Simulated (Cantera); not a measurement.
A freely propagating, adiabatic, planar premixed flame of CH4 : O2 : N2 = 1 : 2.7 : 10.2 (molar parts), equivalence ratio 0.74, unburnt at 400 K and 608 Torr; mixture-averaged transport, grid criteria slope 0.08 and curve 0.16, no radiation.

Cantera simulation using GRI-Mech 3.0 (53 species, 325 reactions); the numbers are that mechanism's predictions, not measurements. Burning velocities carry a grid error of a few per cent, more on coarse grids.

Question: Predict: laminar burning velocity; thermal thickness; peak x(C2H2); peak x(C2H6).

Answer: 
```json
{
  "laminar_burning_velocity": "42.9 cm/s",
  "thermal_thickness": "0.597 mm",
  "peak x(C2H2)": "1.43e-5",
  "peak x(C2H6)": "0.000511"
}
```
